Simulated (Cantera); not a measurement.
Charge: 1 mol V, 1.5 mol H2O, equilibrated at 1077 °C and 7.50 Torr.

These are equilibrium values from Cantera (NASA tables, ideal gas, pure condensed phases), not measurements of a reactor. Candidate condensed phases: H2O, V, VO, V2O3, V2O4, V2O5; 12 gas species. Mutual solubility and eutectic melting of coexisting phases are not modelled. VO: taken at fixed stoichiometry. Condensed phases not in the tables: the oxides between V2O3 and V2O5 other than VO2. Rates play no part.

Base state: H2 0.999, H2O 0.00144, H 2.38e-5 (mole fractions); condensed: VO(s) + V2O3(s).

What changes in the equilibrium state with this change: temperature from 1077 °C to 1900 °C?


| species | before | after |
|---|---|---|
| H2 | 0.999 | 0.877 |
| H2O | 0.00144 | 0.0579 |
| H | 2.38e-5 | 0.0452 |
| VO2 | <1e-9 | 0.0176 |
| VO | <1e-9 | 0.00192 |
| OH | <1e-9 | 0.000400 |
| V | <1e-9 | 2.36e-5 |
| O | <1e-9 | 1.45e-5 |
| VO(s), mol | 0.00432 | 0 |
| V2O3(s), mol | 0.498 | 0.381 |
| VO(l), mol | 0 | 0.207 |
